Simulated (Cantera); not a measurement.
What does this Cantera script print?

```python
import numpy as np
import cantera as ct

gas = ct.Solution("gri30.yaml")
gas.TPX = 1300, 2666, {'N2O': 1, 'H2': 0.044, 'N2': 0.96}
reactor = ct.IdealGasConstPressureReactor(gas, energy="off", clone=False)
net = ct.ReactorNet([reactor])
net.rtol, net.atol = 1e-08, 1e-18
show = ['N2O', 'H2', 'H2O', 'N2', 'O']
times = np.geomspace(3e-05, 7, 11)

steps = ct.SolutionArray(gas, extra=["t"])
rows = []
print(f"{'t/s':>10s}{'T/K':>9s}{'P/Pa':>11s}" + "".join(f"{s:>11s}" for s in show))
for t in times:
    while net.time < t:
        t_next = net.step()
        steps.append(gas.state, t=t_next)
    rows.append([np.interp(t, steps.t, y) for y in (steps.T, steps.P, *steps(*show).X.T)])
    print(f"{t:10.3e}{rows[-1][0]:9.1f}{rows[-1][1]:11.4g}" + "".join(f"{x:11.3e}" for x in rows[-1][2:]))
rate = np.gradient(steps.T, steps.t)
print("integrator steps:", len(steps.t))
if steps.T.max() > steps.T[0] + 200:
    print(f"time of steepest temperature rise: {steps.t[rate.argmax()]:.4e} s")
gas.TPX = 1300, 2666, {'N2O': 1, 'H2': 0.044, 'N2': 0.96}
gas.equilibrate("TP")
print(f"equilibrium (TP): T = {gas.T:.1f} K  " + "  ".join(f"{s} {gas[s].X[0]:.3e}" for s in show))
```

Result:

```
       t/s      T/K       P/Pa        N2O         H2        H2O         N2          O
 3.000e-05   1300.0       2666  4.990e-01  2.196e-02  8.299e-09  4.790e-01  6.431e-07
 1.033e-04   1300.0       2666  4.990e-01  2.196e-02  3.235e-07  4.790e-01  1.703e-06
 3.554e-04   1300.0       2666  4.990e-01  2.194e-02  9.406e-06  4.791e-01  2.880e-06
 1.223e-03   1300.0       2666  4.988e-01  2.178e-02  1.602e-04  4.792e-01  3.074e-06
 4.210e-03   1300.0       2666  4.971e-01  2.024e-02  1.653e-03  4.808e-01  3.493e-06
 1.449e-02   1300.0       2666  4.882e-01  1.193e-02  9.897e-03  4.894e-01  5.366e-06
 4.988e-02   1300.0       2666  4.758e-01  1.828e-03  2.003e-02  5.007e-01  7.247e-06
 1.717e-01   1300.0       2666  4.665e-01  4.084e-05  2.180e-02  5.067e-01  7.654e-06
 5.909e-01   1300.0       2666  4.419e-01  1.931e-07  2.163e-02  5.203e-01  7.385e-06
 2.034e+00   1300.0       2666  3.686e-01  1.708e-07  2.098e-02  5.609e-01  7.197e-06
 7.000e+00   1300.0       2666  2.052e-01  2.023e-07  1.953e-02  6.515e-01  6.981e-06
integrator steps: 1583
equilibrium (TP): T = 1300.0 K  N2O 4.132e-09  H2 2.162e-08  H2O 1.772e-02  N2 7.895e-01  O 4.783e-07
```

Detailed kinetics in Cantera: GRI-Mech 3.0 (53 species, 325 reactions). GRI-Mech 3.0 was tuned for natural gas; its chemistry of N2O as a main component is partial and can be far from experiment. Radical loss at walls, strong at low pressure, is not modelled. The mechanism lacks the step 2 NO + O2 → 2 NO2, which can matter for NO2 below about 1400 K. The temperature is held fixed by assumption; the heat of reaction is taken as removed at once.
